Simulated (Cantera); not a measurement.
Feed: 1 mol Fe₃O₄, 250 mol H₂, 70 mol N₂, equilibrated at 1548.15 K and 1 atm.

Method: chemical equilibrium by Gibbs-energy minimisation in Cantera with the NASA 1993 tables (ideal gas, pure condensed phases). Candidate condensed phases: Fe, FeO, Fe(OH)₂, Fe(OH)₃, Fe₂O₃, Fe₃O₄, H₂O; 27 gas species. Rates play no part.

Base state: H₂ 0.769, N₂ 0.219, H₂O 0.0125, H 2.69e-5, NH₃ 1.72e-5 (mole fractions); condensed: Fe(γ).

Question: What changes in the equilibrium state with this change: Fe₃O₄ replaced by SiO₂?

Answer: 
| species | before | after |
|---|---|---|
| H₂ | 0.769 | 0.781 |
| N₂ | 0.219 | 0.219 |
| H₂O | 0.0125 | 0.000402 |
| SiO | 0 | 1.27e-5 |
| NH₃ | 1.72e-5 | 1.76e-5 |
| H | 2.69e-5 | 2.71e-5 |
| Fe(γ), mol | 3.00 | 0 |
| SiO₂(β-quartz), mol | 0 | 0.913 |
| Si₂N₂O(s), mol | 0 | 0.0415 |
Mutual solubility and eutectic melting of coexisting phases are not modelled. The tables hold silica as quartz up to 1696 K and as liquid above; real silica turns to tridymite and cristobalite and melts near 1996 K. Further candidate phases: Si, SiO₂, Si₂N₂O, Si₃N₄.
